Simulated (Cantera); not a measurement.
A Cantera script and its output.

```python
import numpy as np
import cantera as ct

gas = ct.Solution("gri30.yaml")
gas.TPX = 1050, 100000, {'CH3OH': 1, 'O2': 1.15, 'N2': 4.34, 'H2O': 0.28}
reactor = ct.IdealGasReactor(gas, energy="on", clone=False)
net = ct.ReactorNet([reactor])
net.rtol, net.atol = 1e-08, 1e-16
show = ['CH3OH', 'O2', 'H2O', 'CO', 'CH2', 'HO2', 'HCO']
times = np.geomspace(4e-06, 9, 12)

steps = ct.SolutionArray(gas, extra=["t"])
rows = []
print(f"{'t/s':>10s}{'T/K':>9s}{'P/Pa':>11s}" + "".join(f"{s:>11s}" for s in show))
for t in times:
    while net.time < t:
        t_next = net.step()
        steps.append(gas.state, t=t_next)
    rows.append([np.interp(t, steps.t, y) for y in (steps.T, steps.P, *steps(*show).X.T)])
    print(f"{t:10.3e}{rows[-1][0]:9.1f}{rows[-1][1]:11.4g}" + "".join(f"{x:11.3e}" for x in rows[-1][2:]))
rate = np.gradient(steps.T, steps.t)
print("integrator steps:", len(steps.t))
if steps.T.max() > steps.T[0] + 200:
    print(f"time of steepest temperature rise: {steps.t[rate.argmax()]:.4e} s")
gas.TPX = 1050, 100000, {'CH3OH': 1, 'O2': 1.15, 'N2': 4.34, 'H2O': 0.28}
gas.equilibrate("UV")
print(f"equilibrium (UV): T = {gas.T:.1f} K  " + "  ".join(f"{s} {gas[s].X[0]:.3e}" for s in show))
```

Result:

```
       t/s      T/K       P/Pa      CH3OH         O2        H2O         CO        CH2        HO2        HCO
 4.000e-06   1050.0      1e+05  1.477e-01  1.699e-01  4.136e-02  5.118e-11  8.420e-13  2.120e-10  1.164e-17
 1.512e-05   1050.0      1e+05  1.477e-01  1.699e-01  4.136e-02  1.946e-10  8.420e-13  9.435e-10  5.313e-17
 5.715e-05   1050.0      1e+05  1.477e-01  1.699e-01  4.136e-02  7.366e-10  8.420e-13  4.077e-09  2.289e-16
 2.160e-04   1050.0      1e+05  1.477e-01  1.699e-01  4.136e-02  2.787e-09  8.420e-13  1.763e-08  9.838e-16
 8.165e-04   1050.0      1e+05  1.477e-01  1.699e-01  4.136e-02  1.056e-08  8.420e-13  7.038e-08  3.969e-15
 3.086e-03   1050.0      1e+05  1.477e-01  1.699e-01  4.136e-02  4.033e-08  8.420e-13  2.689e-07  1.610e-14
 1.167e-02   1050.0      1e+05  1.477e-01  1.699e-01  4.136e-02  1.596e-07  8.420e-13  9.848e-07  7.942e-14
 4.409e-02   1050.0      1e+05  1.477e-01  1.699e-01  4.137e-02  9.018e-07  8.426e-13  3.580e-06  1.156e-12
 1.667e-01   2735.2  2.983e+05  9.641e-15  3.840e-03  2.453e-01  6.692e-02  2.134e-13  2.558e-06  1.535e-07
 6.299e-01   2735.2  2.983e+05  9.641e-15  3.840e-03  2.453e-01  6.692e-02  2.134e-13  2.558e-06  1.535e-07
 2.381e+00   2735.2  2.983e+05  9.641e-15  3.840e-03  2.453e-01  6.692e-02  2.134e-13  2.558e-06  1.535e-07
 9.000e+00   2735.2  2.983e+05  9.641e-15  3.840e-03  2.453e-01  6.692e-02  2.134e-13  2.558e-06  1.535e-07
integrator steps: 2476
time of steepest temperature rise: 1.3878e-01 s
equilibrium (UV): T = 2735.2 K  CH3OH 9.986e-15  O2 3.840e-03  H2O 2.453e-01  CO 6.692e-02  CH2 2.298e-13  HO2 2.558e-06  HCO 1.535e-07
```

Detailed kinetics in Cantera: GRI-Mech 3.0 (53 species, 325 reactions). GRI-Mech 3.0 was tuned for natural gas; its chemistry of methanol as a main component is partial and can be far from experiment.
